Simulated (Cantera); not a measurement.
Input: 1 mol Si2H6, 3.2 mol HCl, 400 mol H2, equilibrated at 900 K and 1.10 bar.

These are equilibrium values from Cantera (NASA tables, ideal gas, pure condensed phases), not measurements of a reactor. The feed counts by its element totals alone. The numbers say what is thermodynamically allowed, not how fast it happens.

```tsv
species	before	after
H2	0.997	0.989
SiHCl3	0.00127	0.00492
SiCl4	0.000563	0.00344
SiCl3	5.04e-6	1.96e-5
SiH2Cl2	0.000271	0.000666
HCl	0.00126	0.00197
SiH3Cl	1.41e-5	2.20e-5
Si(s), mol	1.14	1.09
```
Gas species are given as mole fractions.

**Question.** Which change was made?
(A) H2 from 400 to 95 mol
(B) temperature from 900 K to 1673.15 K
(C) temperature from 900 K to 1623 K
(D) HCl from 3.2 to 0.046 mol

**Answer.** A, H2 from 400 to 95 mol. The tables' values for SiCl3 are old estimates; treat these amounts as uncertain
